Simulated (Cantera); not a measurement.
Feed: 1 mol Hg, 0.022 mol O2, 34 mol N2, held at 1400 °C and 1.40 bar.

Equilibrium computed with Cantera from the NASA thermochemical tables; the gas is ideal and each condensed phase is pure. Candidate condensed phases: Hg, HgO; 10 gas species. Equilibrium is a limit: real reactors are often held back by kinetics, nucleation or transport.

Base state: N2 0.971, Hg 0.0286, O2 0.000553, NO 0.000149 (mole fractions); condensed: gas only.

Task: What changes in the equilibrium state with this change: Hg replaced by Pb?

Result: 
| species | before | after |
|---|---|---|
| N2 | 0.971 | 0.971 |
| Pb | 0 | 0.0273 |
| PbO | 0 | 0.00125 |
| Hg | 0.0286 | 0 |
| Pb2 | 0 | 1.07e-5 |
| O2 | 0.000553 | 3.02e-7 |
Gases not in the tables: (PbO)n polymers. Further candidate phases: Pb, PbO, PbO2, Pb3O4.
